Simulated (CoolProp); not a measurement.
Vapour-liquid equilibrium of R134a (1) + R124 (2) at 185 kPa; x and y are mole fractions of (1).

Values from CoolProp's multi-fluid Helmholtz-energy mixture model, Tillner-Roth 1994 and de Vries 1995; pair parameters Bell 2016.

```csv
x,"bubble temperature, mixture model (°C)","bubble temperature, Raoult's law (°C)","y, mixture model","y, Raoult's law"
0.05,…,2.3,0.094,0.086
0.15,-0.4,0.4,0.254,0.241
0.25,…,-1.5,…,0.375
0.35,-4.4,-3.2,0.498,0.493
0.45,-6.0,-4.8,0.594,0.597
0.55,-7.4,-6.3,…,0.689
0.65,…,-7.7,…,0.771
0.75,-9.7,-9.0,…,0.845
0.85,…,-10.3,0.897,0.912
0.95,-11.6,-11.5,0.965,0.972
```

### Question
Some entries are withheld; supply them.

### Answer

- 0.05, bubble temperature, mixture model (°C): 2.0
- 0.25, bubble temperature, mixture model (°C): -2.6
- 0.25, y, mixture model: 0.386
- 0.55, y, mixture model: 0.679
- 0.65, bubble temperature, mixture model (°C): -8.6
- 0.65, y, mixture model: 0.756
- 0.75, y, mixture model: 0.828
- 0.85, bubble temperature, mixture model (°C): -10.7

The largest gap from Raoult's law is -1.2 K in bubble temperature, at x = 0.45. No azeotrope shows between x = 0.05 and 0.95.

Pair parameters are fitted to limited data, so mixtures are less certain than the pure fluids.
